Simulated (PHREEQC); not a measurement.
Make-up at 32 °C: 0.0082 mol HF, 0.00097 mol CsF and 0.00032 mol HCl per kg of water. Closed to the air; pH follows from the charge balance.

Equilibrium calculation in PHREEQC: ion-association model, wateq4f.dat.

Precipitation was switched off in this run.

**Question.** What pH, ionic strength does the model give?

**Answer.** pH 2.77; ionic strength 0.00276 mol/kgw.

**Question.** In which forms is F present?

**Answer.** HF 71 %, F- 26 %, H2F2 1.9 %, HF2- 1.4 % of the F.
